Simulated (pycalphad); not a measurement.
**Phase fractions of Ti-0.95Al-1.86C (at.%)**

CALPHAD calculation (pycalphad, COST 507 light-alloy database (1999)), 1 atm. The data set is of 1999 and partly superseded. Not assessed as a whole: an extrapolation from subsystems, which can miss ternary compounds. Amounts are mole fractions of atoms. Kinetics are ignored, which matters at the lower temperatures.

```json
[
 {"T (K)": "1770", "LIQUID": "-", "BCC_A2": "1.000", "FCC_A1": "-", "HCP_A3": "-"},
 {"T (K)": "1690", "LIQUID": "-", "BCC_A2": "0.993", "FCC_A1": "0.007", "HCP_A3": "-"},
 {"T (K)": "1610", "LIQUID": "-", "BCC_A2": "0.985", "FCC_A1": "0.015", "HCP_A3": "-"},
 {"T (K)": "1530", "LIQUID": "-", "BCC_A2": "0.978", "FCC_A1": "0.022", "HCP_A3": "-"},
 {"T (K)": "1450", "LIQUID": "-", "BCC_A2": "0.971", "FCC_A1": "0.029", "HCP_A3": "-"},
 {"T (K)": "1370", "LIQUID": "-", "BCC_A2": "0.965", "FCC_A1": "0.035", "HCP_A3": "-"},
 {"T (K)": "1290", "LIQUID": "-", "BCC_A2": "0.960", "FCC_A1": "0.040", "HCP_A3": "-"},
 {"T (K)": "1210", "LIQUID": "-", "BCC_A2": "0.956", "FCC_A1": "0.044", "HCP_A3": "-"},
 {"T (K)": "1130", "LIQUID": "-", "BCC_A2": "-", "FCC_A1": "0.029", "HCP_A3": "0.971"},
 {"T (K)": "1050", "LIQUID": "-", "BCC_A2": "-", "FCC_A1": "0.036", "HCP_A3": "0.964"},
 {"T (K)": "970", "LIQUID": "-", "BCC_A2": "-", "FCC_A1": "0.041", "HCP_A3": "0.959"},
 {"T (K)": "890", "LIQUID": "-", "BCC_A2": "-", "FCC_A1": "0.045", "HCP_A3": "0.955"},
 {"T (K)": "810", "LIQUID": "-", "BCC_A2": "-", "FCC_A1": "0.047", "HCP_A3": "0.953"},
 {"T (K)": "730", "LIQUID": "-", "BCC_A2": "-", "FCC_A1": "0.049", "HCP_A3": "0.951"},
 {"T (K)": "650", "LIQUID": "-", "BCC_A2": "-", "FCC_A1": "0.050", "HCP_A3": "0.950"},
 {"T (K)": "570", "LIQUID": "-", "BCC_A2": "-", "FCC_A1": "0.050", "HCP_A3": "0.950"}
]
```

FCC_A1 is fcc; BCC_A2 is bcc; HCP_A3 is hcp. The fcc model also describes the rock-salt carbide or nitride (TiC, TiN, HfC).
